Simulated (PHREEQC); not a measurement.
A solution holds 0.01 mol HF, 0.027 mol NaF and 0.078 mol H3PO4 per kg of water, at 70 °C. Closed to the air; pH follows from the charge balance.

Equilibrium calculation in PHREEQC: ion-association model, phreeqc.dat.

Each row changes one thing in this solution. This is a speciation only: nothing precipitates in the calculation.

```json
[
 {"case": "as made", "pH": "2.16", "ionic strength (mol/kgw)": "0.0351", "H3PO4 (mol/kgw)": "0.0449", "HF (mol/kgw)": "0.0348", "H2PO4- (mol/kgw)": "0.0331", "F- (mol/kgw)": "0.00170"},
 {"case": "NaF left out", "pH": "1.79", "ionic strength (mol/kgw)": "0.0184", "H3PO4 (mol/kgw)": "0.0599", "HF (mol/kgw)": "0.00979", "H2PO4- (mol/kgw)": "0.0181", "F- (mol/kgw)": "0.000196"},
 {"case": "NaF from 0.027 to 0.135 mol/kgw", "pH": "3.26", "ionic strength (mol/kgw)": "0.134", "H3PO4 (mol/kgw)": "0.00670", "HF (mol/kgw)": "0.0666", "H2PO4- (mol/kgw)": "0.0713", "F- (mol/kgw)": "0.0484"},
 {"case": "diluted 10-fold with water", "pH": "2.60", "ionic strength (mol/kgw)": "0.00544", "H3PO4 (mol/kgw)": "0.00276", "HF (mol/kgw)": "0.00329", "H2PO4- (mol/kgw)": "0.00504", "F- (mol/kgw)": "0.000394"},
 {"case": "HF from 0.01 to 0.002 mol/kgw", "pH": "2.16", "ionic strength (mol/kgw)": "0.0350", "H3PO4 (mol/kgw)": "0.0445", "HF (mol/kgw)": "0.0273", "H2PO4- (mol/kgw)": "0.0335", "F- (mol/kgw)": "0.00136"},
 {"case": "NaF from 0.027 to 0.27 mol/kgw", "pH": "3.81", "ionic strength (mol/kgw)": "0.260", "H3PO4 (mol/kgw)": "0.00185", "HF (mol/kgw)": "0.0523", "H2PO4- (mol/kgw)": "0.0760", "F- (mol/kgw)": "0.150"},
 {"case": "H3PO4 from 0.078 to 0.78 mol/kgw", "pH": "1.33", "ionic strength (mol/kgw)": "0.0836", "H3PO4 (mol/kgw)": "0.697", "HF (mol/kgw)": "0.0366", "H2PO4- (mol/kgw)": "0.0832", "F- (mol/kgw)": "0.000295"},
 {"case": "0.0015 mol/kgw HCl added", "pH": "2.13", "ionic strength (mol/kgw)": "0.0355", "H3PO4 (mol/kgw)": "0.0458", "HF (mol/kgw)": "0.0349", "H2PO4- (mol/kgw)": "0.0322", "F- (mol/kgw)": "0.00162"}
]
```

Away from 25 °C the constants follow the database's enthalpies or fits; those with neither stay at their 25 °C values.
